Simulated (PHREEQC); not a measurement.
KOH is added in steps, without added water, to 1 kg of water holding 0.24 mol/kgw HNO3, 0.0032 mol/kgw ZnSO4 and 7.5e-05 mol/kgw MgCl2, at 25 °C. O2 is buffered at 0.21 atm. CO2 from the air is kept out. Solids allowed: Brucite, Zn(OH)2-e, Zn4(OH)6SO4, Zn5(OH)8Cl2, Epsomite, Goslarite. Others were left out.

Base run: PHREEQC, ion-association model, wateq4f.dat. Each further column changes one thing. The table gives pH.

```tsv
KOH added (mol)	base	Davies equation for every ion	metal-ligand complexes left out	all activity coefficients set to 1
0	0.73	0.76	0.73	0.63
0.039	0.81	0.83	0.81	0.70
0.0715	0.88	0.91	0.88	0.78
0.1105	1.00	1.03	1.00	0.90
0.1495	1.16	1.19	1.16	1.06
0.1885	1.41	1.43	1.41	1.31
0.221	1.85	1.87	1.85	1.75
0.26	11.97	12.00	11.96	12.13
```
